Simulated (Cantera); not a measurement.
Cantera run:

```python
import numpy as np
import cantera as ct

gas_names = [...]  # 123 gases of nasa_gas.yaml made of C, H, O, Si
cond_names = """
    C(gr) C6H6(L) C7H8(L) C8H18(L),n-octa H2O(s) H2O(L) Si(cr) Si(L) SiC(b) SiO2(Lqz) SiO2(hqz) SiO2(L)
""".split()


# ... load() reads the species with a 1 bar reference pressure and builds the phases ...
atoms = {
    'TEOS': {'Si': 1, 'C': 8, 'H': 20, 'O': 4},
    'O2': {'O': 2},
}
top_T = {'C(gr)': 4500, 'SiC(b)': 3050}  # K; cautious upper limits of use, not melting points


# ... equilibrate(T, P, feed) seeds the gas with the atoms and calls Mixture.equilibrate('TP', solver="vcs", rtol=1e-11, max_steps=5000) ...
results = []
feed = {'TEOS': 1, 'O2': 0.17}  # mol
T = 1425  # K
P = 1333.22  # Pa
mix = equilibrate(T, P, feed)
results.append((T, P, feed, dict(zip(mix.species_names, mix.species_moles))))
x = sorted(zip(gas.X, gas.species_names), reverse=True)
print(f"T = {T:g} K  P = {P:g} Pa  gas = {mix.phase_moles(0):.4g} mol")
print("   x: " + "  ".join(f"{s} {v:.3e}" for v, s in x if v > 0.0001))
print("   condensed (mol): " + ("  ".join(f"{mix.phase(i).name} {mix.phase_moles(i):.4g}"
      for i in range(1, mix.n_phases) if mix.phase_moles(i) > 1e-12) or "none"))
```

It prints:

```
T = 1425 K  P = 1333.22 Pa  gas = 14.34 mol
   x: H2 6.973e-01  CO 3.022e-01  SiO 4.254e-04
   condensed (mol): C(gr) 2.672  SiC(b) 0.9939
```

These are equilibrium values from Cantera (NASA tables, ideal gas, pure condensed phases), not measurements of a reactor. The feed counts by its element totals alone.
